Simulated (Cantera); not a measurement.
## Equilibrium for metals in furnace atmospheres: Cu + H₂O + N₂

Input: 1 mol Cu, 0.012 mol H₂O, 5.5 mol N₂, held at 2000 K and 6.30 bar.

Cantera equilibrium calculation (NASA polynomials, part measured and part estimated; ideal gas, pure solids and liquids). Candidate condensed phases: Cu, CuO, Cu(OH)₂, Cu₂O, H₂O; 27 gas species. Kinetics and transport are ignored.

```yaml
x(N₂): 0.997
x(H₂O): 0.00208
x(Cu): 0.000683
x(H₂): 8.01e-5
x(NO): 5.62e-5
x(OH): 1.51e-5
x(O₂): 8.95e-6
x(H): 5.80e-6
x(Cu₂): 2.82e-6
n(Cu(l)): 0.996 mol
gas_amount: 5.516 mol
```
